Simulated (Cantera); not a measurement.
Cantera run, input and output.

```python
import numpy as np
import cantera as ct

gas = ct.Solution("gri30.yaml")


def delay(T, t_max=10):
    gas.TPX = T, 2200000, {'CH4': 1, 'O2': 4.26, 'N2': 16}
    reactor = ct.IdealGasConstPressureReactor(gas, clone=False)
    net = ct.ReactorNet([reactor])
    net.rtol, net.atol = 1e-8, 1e-16
    while net.time < t_max:
        t_old, T_old = net.time, reactor.T
        net.step()
        if reactor.T > T + 400:  # ignition: a rise of 400 K
            return t_old + (T + 400 - T_old) / (reactor.T - T_old) * (net.time - t_old)
    return np.nan


taus = []
for T in [1223, 1323, 1423, 1523, 1623, 1723]:
    taus.append(delay(T))
    print(f"T0 = {T:6g} K   tau = {taus[-1]:.4e} s")
```

Output:

```
T0 =   1223 K   tau = 1.2004e-03 s
T0 =   1323 K   tau = 3.9224e-04 s
T0 =   1423 K   tau = 1.4658e-04 s
T0 =   1523 K   tau = 6.0702e-05 s
T0 =   1623 K   tau = 2.7398e-05 s
T0 =   1723 K   tau = 1.3355e-05 s
```

Computed with Cantera and GRI-Mech 3.0 (53 species, 325 reactions). The pressure lies above the range GRI-Mech 3.0 was tuned for (to about 10 atm).
